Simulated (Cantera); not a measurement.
A freely propagating, adiabatic, planar premixed flame of 10.5 % CH4, 16.2 % O2, 60.7 % N2, 12.6 % CO2, equivalence ratio 1.3, unburnt at 523 K and 4.93 atm; multicomponent transport, grid criteria slope 0.08 and curve 0.16, no radiation.

Model: GRI-Mech 3.0 (53 species, 325 reactions), integrated in Cantera. Burning velocities carry a grid error of a few per cent, more on coarse grids.

### Question
Predict: laminar burning velocity; thermal thickness; peak x(HCO); peak x(CH2).

### Answer
- laminar burning velocity: 10.2 cm/s
- thermal thickness: 0.441 mm
- peak x(HCO): 1.40e-6
- peak x(CH2): 6.13e-6
